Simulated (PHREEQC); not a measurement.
Consider water at 76 °C with 0.23 mol/kgw Ni(NO3)2, 0.093 mol/kgw H3BO3 and 3.2e-05 mol/kgw MnSO4. Closed to the air; pH follows from the charge balance.

The numbers come from PHREEQC with the ion-association model, wateq4f.dat.

This is a speciation only: nothing precipitates in the calculation.

Q: Estimate the pH.

A: pH 4.71.

Q: In which forms is S present?

A: NiSO4 70 %, SO4-2 30 % of the S.

At this temperature some constants are extrapolated from 25 °C, and those without enthalpy data are left unchanged.
